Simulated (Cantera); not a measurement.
**Reactions in the system Br-H-Mg**

Standard-state values (1 bar) from the NASA 1993 polynomials, evaluated with Cantera. Values are per mole of reaction as written; species without (g) are pure solids or liquids, kept so even where they would boil at 1 bar.

2 H(g) + MgBr2 = Mg(g) + 2 HBr(g)

```csv
T (K),ΔH° (kJ),ΔS° (J/K),ΔG° (kJ),log10 K,condensed phases
300,162.4,199.3,102.6,-17.87,MgBr2(s)
398,158.7,188.6,83.7,-10.98,MgBr2(s)
598,150.4,171.8,47.7,-4.17,MgBr2(s)
798,141.9,159.4,14.7,-0.96,MgBr2(s)
998,93.6,109.4,-15.6,0.82,MgBr2(l)
1198,81.6,98.5,-36.4,1.59,MgBr2(l)
1398,70.1,89.6,-55.2,2.06,MgBr2(l)
1598,58.9,82.1,-72.3,2.36,MgBr2(l)
```
